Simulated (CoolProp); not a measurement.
Model: reference Helmholtz-energy equation of state, Lemmon 2006, in CoolProp. It is a short technical equation, of lower accuracy than the large ones.

### Question
For n-decane, give the phase and the speed of sound (m/s), conductivity (mW/(m K)) at 620 K and 1.62 MPa; 620 K and 4.85 MPa.

### Answer
- 620 K and 1.62 MPa: gas; speed of sound 121, conductivity 43.5
- 620 K and 4.85 MPa: supercritical; speed of sound 274, conductivity 76.6

Thermal conductivity comes from a separate model (Huber 2005).
